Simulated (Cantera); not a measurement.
A closed system holds: 1 mol Si2H6, 0.11 mol HCl, 200 mol N2, equilibrated at 1050 °C and 0.0160 bar.

These are equilibrium values from Cantera (NASA tables, ideal gas, pure condensed phases), not measurements of a reactor. Candidate condensed phases: NH4Cl, Si, Si3N4; 28 gas species. The feed counts by its element totals alone. N2 is the only nitrogen source here; it is nearly inert below about 1500 K, so the nitride shown seldom forms there in practice. Equilibrium is a limit: real reactors are often held back by kinetics, nucleation or transport.

Base state: N2 0.985, H2 0.0149, HCl 0.000545 (mole fractions); condensed: Si3N4(s).

Question: What changes in the equilibrium state with this change: Si2H6 replaced by SiH4?

Answer: 
| species | before | after |
|---|---|---|
| N2 | 0.985 | 0.990 |
| H2 | 0.0149 | 0.00993 |
| HCl | 0.000545 | 0.000546 |
| Si3N4(s), mol | 0.667 | 0.333 |
